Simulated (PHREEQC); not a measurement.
Make-up at 85 °C: 0.058 mol ZnCl2 per kg of water. Closed to the air; pH follows from the charge balance.

All values are PHREEQC results (ion-association model, phreeqc.dat), not measurements.

This is a speciation only: nothing precipitates in the calculation.

### Question
What pH, ionic strength does the model give?

### Answer
pH 4.63; ionic strength 0.124 mol/kgw.

### Question
In which forms is Cl present?

### Answer
Cl- 78 %, ZnCl+ 20 %, ZnCl2 2.3 % of the Cl.

Away from 25 °C the constants follow the database's enthalpies or fits; those with neither stay at their 25 °C values.
